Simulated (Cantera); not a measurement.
Mixture: 7.81 % CH4, 0.390 % H2, 19.3 % O2, 72.5 % N2, at 5.00 bar, adiabatic and at constant volume. Ignition delay is the time to a rise of 400 K.

Cantera simulation using GRI-Mech 3.0 (53 species, 325 reactions); the numbers are that mechanism's predictions, not measurements.

Question: Predict: delay at 1048 K; delay at 1148 K; delay at 1248 K; delay at 1348 K; apparent activation energy between 1298 and 1398 K.

Answer: 
```json
{
  "delay at 1048 K": "25.1 ms",
  "delay at 1148 K": "8.25 ms",
  "delay at 1248 K": "2.85 ms",
  "delay at 1348 K": "1.00 ms",
  "apparent activation energy between 1298 and 1398 K": "150 kJ/mol"
}
```
